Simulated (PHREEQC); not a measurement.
Dissolve 1.8 mol/kgw LiBr and 3.4 mol/kgw NaCl at 25 °C. Closed to the air; pH follows from the charge balance.

Equilibrium calculation in PHREEQC: Pitzer model, pitzer.dat.

**Question.** The ionic strength comes out as 5.20 mol/kgw. What activity coefficients do Na+, Li+, Cl-, Br- get?

**Answer.** Na+ 2.0, Li+ 4.8, Cl- 0.60, Br- 0.76. Single-ion values are on the MacInnes scale.

This is a speciation only: nothing precipitates in the calculation.
